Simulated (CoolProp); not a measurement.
A closed Brayton cycle with carbon dioxide: compressor inlet 316.15 K and 8.5 MPa, high pressure 29.5 MPa, turbine inlet 835 K, compressor efficiency 0.85, turbine efficiency 0.9, recuperator effectiveness 0.8 (on enthalpy, no pinch check). Each further row changes one setting.

Computed with CoolProp (reference Helmholtz-energy equation of state, Span 1996).

```json
[
 {"case": "as stated", "thermal efficiency (%)": "32.3", "net work (kJ/kg)": "106", "compressor to turbine work": "0.34", "compressor exit (K)": "404.3", "turbine exit (K)": "686.4"},
 {"case": "turbine inlet 785 K", "thermal efficiency (%)": "…", "net work (kJ/kg)": "94.9", "compressor to turbine work": "0.37", "compressor exit (K)": "404.3", "turbine exit (K)": "…"},
 {"case": "compressor inlet 326.15 K", "thermal efficiency (%)": "…", "net work (kJ/kg)": "94.4", "compressor to turbine work": "0.42", "compressor exit (K)": "430.3", "turbine exit (K)": "686.4"},
 {"case": "high pressure 25.1 MPa", "thermal efficiency (%)": "31.0", "net work (kJ/kg)": "96.6", "compressor to turbine work": "0.32", "compressor exit (K)": "392.5", "turbine exit (K)": "705.0"},
 {"case": "recuperator effectiveness 0.5", "thermal efficiency (%)": "24.9", "net work (kJ/kg)": "106", "compressor to turbine work": "0.34", "compressor exit (K)": "404.3", "turbine exit (K)": "686.4"}
]
```

**Question.** Some entries are withheld; supply them.

**Answer.** 
- turbine inlet 785 K, thermal efficiency (%): 30.9
- turbine inlet 785 K, turbine exit (K): 641.6
- compressor inlet 326.15 K, thermal efficiency (%): 30.8
